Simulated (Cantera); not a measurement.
HCl + H₂ (abatement and gas-phase synthesis)

Charge: 1 mol HCl, 0.033 mol H₂, at 823 K and 30.0 Torr.

Cantera equilibrium calculation (NASA polynomials, part measured and part estimated; ideal gas, pure solids and liquids). Kinetics and transport are ignored.

```yaml
x(HCl): 0.968
x(H₂): 0.0319
gas_amount: 1.033 mol
```
